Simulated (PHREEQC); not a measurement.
## Brine: an equilibrium model

A solution holds 4.6 mol/kgw NaBr, 0.19 mol/kgw Na2SO4 and 1.6 mol/kgw LiOH, at 25 °C. Closed to the air; pH follows from the charge balance.

Equilibrium calculation in PHREEQC: Pitzer model, pitzer.dat.

This is a speciation only: nothing precipitates in the calculation.

Q: Estimate the pH.

A: pH 13.64.

In brines, pH and single-ion activities rest on the MacInnes convention.
